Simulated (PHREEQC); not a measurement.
**Alkaline etch or developer**

Dissolve 0.28 mol/kgw KOH and 0.00026 mol/kgw Na2SiO3 at 20 °C. Closed to the air; pH follows from the charge balance.

Computed with PHREEQC (ion-association model, phreeqc.dat).

Each row changes one thing in this solution. Precipitation was switched off in this run.

```tsv
case	pH	ionic strength (mol/kgw)
as made	13.45	0.281
KOH left out	10.63	0.000521
0.0045 mol/kgw H3PO4 added	13.43	0.294
0.029 mol/kgw HBr added	13.40	0.281
Na2SiO3 from 0.00026 to 2.6e-05 mol/kgw	13.45	0.280
KOH from 0.28 to 0.42 mol/kgw	13.61	0.421
Na2SiO3 left out	13.45	0.280
KOH from 0.28 to 1.4 mol/kgw	14.08	1.40
```

The ionic strength passes 0.7 mol/kgw, the rough limit of the ion-association models, in KOH from 0.28 to 1.4 mol/kgw. Species that the database lacks are ignored.
